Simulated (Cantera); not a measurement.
Charge: 1 mol Si, 9.3 mol Cl₂, at 1.33 mbar.

Cantera equilibrium calculation (NASA polynomials, part measured and part estimated; ideal gas, pure solids and liquids). Candidate condensed phases: Si; 9 gas species. The tables' values for SiCl₃ are old estimates; treat these amounts as uncertain. Rates play no part. All values below are at 1373 K.

Base state: Cl₂ 0.473, Cl 0.433, SiCl₄ 0.0944, SiCl₃ 1.60e-5 (mole fractions); condensed: gas only.

Q: What changes in the equilibrium state with this change: pressure from 1.33 mbar to 13.3 mbar?

A: 
```tsv
species	before	after
Cl₂	0.473	0.721
Cl	0.433	0.169
SiCl₄	0.0944	0.110
SiCl₃	1.60e-5	4.78e-6
```
